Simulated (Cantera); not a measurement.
Charge: 1 mol C, a varied amount of H2O, 9.4 mol N2, 0.014 mol NH3, equilibrated at 825 K and 0.00133 bar.

Equilibrium computed with Cantera from the NASA thermochemical tables; the gas is ideal and each condensed phase is pure. Candidate condensed phases: C, C6H6, C7H8, C8H18, H2O; 136 gas species. Rates play no part.

Problem. Which condensed phases are stable at each of these points (n(H2O) (mol)): 0.05, 0.073, 0.11, 0.16, 0.23, 0.33, 0.49, 0.71, 1, 1.5, 2.2?

Solution. 
| n(H2O) (mol) | condensed phases | C condensed (%) |
|---|---|---|
| 0.05 | C(graphite) | 95.0 |
| 0.073 | C(graphite) | 92.7 |
| 0.11 | C(graphite) | 89.0 |
| 0.16 | C(graphite) | 84.0 |
| 0.23 | C(graphite) | 77.0 |
| 0.33 | C(graphite) | 67.1 |
| 0.49 | C(graphite) | 51.2 |
| 0.71 | C(graphite) | 29.3 |
| 1 | C(graphite) | 0.7 |
| 1.5 | gas only | 0.0 |
| 2.2 | gas only | 0.0 |

From 0.05 mol H2O to 1 mol H2O the condensed part is C(graphite). From 1.5 mol H2O to 2.2 mol H2O nothing is condensed.
